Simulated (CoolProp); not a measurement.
Values from CoolProp's reference Helmholtz-energy equation of state, Gao 2020.

**Question.** For ammonia, give the phase and the cp (kJ/(kg K)), cv (kJ/(kg K)), isothermal compressibility (1/MPa), conductivity (mW/(m K)) at 533.1 K and 29.8 MPa.

**Answer.** 
- 533.1 K and 29.8 MPa: supercritical; cp 5.16, cv 2.51, isothermal compressibility 0.0433, conductivity 113

Thermal conductivity comes from a separate model (Tufeu 1984).
